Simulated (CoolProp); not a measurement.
Computed with CoolProp (reference Helmholtz-energy equation of state, de Reuck 1993).

For methanol, give the phase and the cp (kJ/(kg K)), expansivity (1/kK), viscosity (µPa s) at 37.05 °C and 18300 kPa.


- 37.05 °C and 18300 kPa: liquid; cp 2.59, expansivity 1.08, viscosity 510

Viscosity comes from a separate model (Xiang 2006).
